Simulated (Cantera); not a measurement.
Feed: 1 mol SiH₄, 7.7 mol H₂, equilibrated at 62.0 mbar.

Equilibrium computed with Cantera from the NASA thermochemical tables; the gas is ideal and each condensed phase is pure. Candidate condensed phases: Si; 9 gas species. Gases not in the tables: Si₂H₆ and higher silanes. Kinetics and transport are ignored. All values below are at 2200 K.

Base state: H₂ 0.971, H 0.0223, Si 0.00595, SiH 0.000646, SiH₂ 0.000289, Si₂ 9.52e-5, Si₃ 1.86e-5 (mole fractions); condensed: Si(l).

### Question
What changes in the equilibrium state with this change: 1.2 mol CH₄ added?

### Answer
```json
[
 {"species": "H₂", "before": "0.971", "after": "0.974"},
 {"species": "H", "before": "0.0223", "after": "0.0223"},
 {"species": "C₂H₂ (acetylene)", "before": "0", "after": "0.00250"},
 {"species": "Si", "before": "0.00595", "after": "0.000638"},
 {"species": "SiC₂", "before": "0", "after": "6.13e-5"},
 {"species": "Si₂C", "before": "0", "after": "3.74e-5"},
 {"species": "Si(l), mol", "before": "0.930", "after": "0"},
 {"species": "C(graphite), mol", "before": "0", "after": "0.147"},
 {"species": "SiC(s), mol", "before": "0", "after": "0.989"}
]
```
Further candidate phases: C, C₆H₆, C₇H₈, C₈H₁₈, SiC.

### Question
What changes in the equilibrium state with this change: SiH₄ replaced by CH₃SiH₃?

### Answer
| species | before | after |
|---|---|---|
| H₂ | 0.971 | 0.975 |
| H | 0.0223 | 0.0223 |
| Si | 0.00595 | 0.00120 |
| C₂H₂ (acetylene) | 0 | 0.000709 |
| Si₂C | 0 | 7.03e-5 |
| SiC₂ | 0 | 3.27e-5 |
| Si(l), mol | 0.930 | 0 |
| SiC(s), mol | 0 | 0.983 |
The feed counts by its element totals alone. Further candidate phases: C, C₆H₆, C₇H₈, C₈H₁₈, SiC.

### Question
What changes in the equilibrium state with this change: pressure from 62.0 mbar to 0.110 bar?

### Answer
```csv
species,before,after
H₂,0.971,0.979
H,0.0223,0.0168
Si,0.00595,0.00335
Si₂,9.52e-5,5.37e-5
Si₃,1.86e-5,1.05e-5
"Si(l), mol",0.930,0.958
```
